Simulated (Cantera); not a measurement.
Charge: 1 mol Cr, a varied amount of N2O, 59 mol H2, held at 75.0 Torr.

Method: chemical equilibrium by Gibbs-energy minimisation in Cantera with the NASA 1993 tables (ideal gas, pure condensed phases). Candidate condensed phases: Cr, CrN, Cr2N, Cr2O3, H2O; 29 gas species. Kinetics and transport are ignored.

**Question.** What condenses at these points (T in °C, n(N2O) in mol): (1975, 9.5); (1975, 9.5); (2275, 7.4); (1925, 7.4)?

**Answer.** 
```
T (°C)  n(N2O) in mol  condensed phases  Cr condensed (%)
------  -------------  ----------------  ----------------
1975              9.5             Cr2O3              13.4
1975              9.5             Cr2O3              13.4
2275              7.4          gas only               0.0
1925              7.4             Cr2O3              32.7
```
